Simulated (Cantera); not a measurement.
Nitride etching: AlN + O2 + N2

Feed: 1 mol AlN, 18 mol O2, 5.2 mol N2, at 773 K and 0.470 bar.

Cantera equilibrium calculation (NASA polynomials, part measured and part estimated; ideal gas, pure solids and liquids). Candidate condensed phases: Al, AlN, Al2O3; 16 gas species. The numbers say what is thermodynamically allowed, not how fast it happens.

```json
{
 "x(O2)": "0.752",
 "x(N2)": "0.248",
 "x(NO)": "1.32e-6",
 "n(Al2O3(s))": "0.500 mol",
 "gas_amount": "22.95 mol",
 "log10 activity of Al(s) (absent)": "-48.09"
}
```
